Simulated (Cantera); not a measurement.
An isothermal, constant-pressure homogeneous reactor starts with CH4 : N2 = 1 : 55 (molar parts), at 1550 K and 0.0132 atm. Integrator tolerance rtol = 1e-08.

Computed with Cantera and GRI-Mech 3.0 (53 species, 325 reactions). GRI-Mech 3.0 stops at C3 and has no aromatics, soot or wall deposition, so with more carbon than oxygen in the feed, carbon stays in small species such as C2H2 where larger ones or solid carbon would form. Radical loss at walls, strong at low pressure, is not modelled.

Problem. What does this change do: temperature 1550 to 1300 K?

Solution. 
```tsv
quantity	before	after
x(CH4) at 200 s	4.60e-5 (gas-phase equilibrium 8.84e-7)	0.0156 (gas-phase equilibrium 2.17e-5)
x(CH3) at 200 s	1.56e-6 (gas-phase equilibrium 3.04e-8)	1.17e-5 (gas-phase equilibrium 2.53e-8)
x(C2H) at 200 s	3.71e-8 (gas-phase equilibrium 4.12e-9)	1.79e-11 (gas-phase equilibrium 3.71e-11)
x(C2H2) at 200 s	0.00874 (gas-phase equilibrium 0.000958)	0.00101 (gas-phase equilibrium 0.00139)
x(C2H6) at 200 s	2.24e-10 (gas-phase equilibrium <1e-12)	4.81e-6 (gas-phase equilibrium 2.44e-11)
x(H2) at 200 s	0.0262 (gas-phase equilibrium 0.0263)	0.00323 (gas-phase equilibrium 0.0263)
```
